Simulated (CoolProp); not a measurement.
Vapour-liquid equilibrium of R13 (1) + R11 (2) at 0.232 bar; x and y are mole fractions of (1).

Model: multi-fluid Helmholtz-energy mixture model, Platzer 1990 and Jacobsen 1992; pair parameters Bell 2016, in CoolProp. This equation is an older, rougher fit; its heat capacities, sound speeds and derivatives of the liquid may be far off and weren't checked against measurements.

**Question.** Give the bubble temperature and the first vapour's composition at x = 0.05, 0.35, 0.95. Is there an azeotrope?

**Answer.** x = 0.05: -65.1 °C, y = 0.964; x = 0.35: -96.7 °C, y = 0.999; x = 0.95: -104.5 °C, y = 1.000. No azeotrope shows between x = 0.05 and 0.95.

The pair parameters rest on a limited set of measurements; away from them the model extrapolates. With so large a gap from Raoult's law the liquid may split in two, which this calculation doesn't test in full.
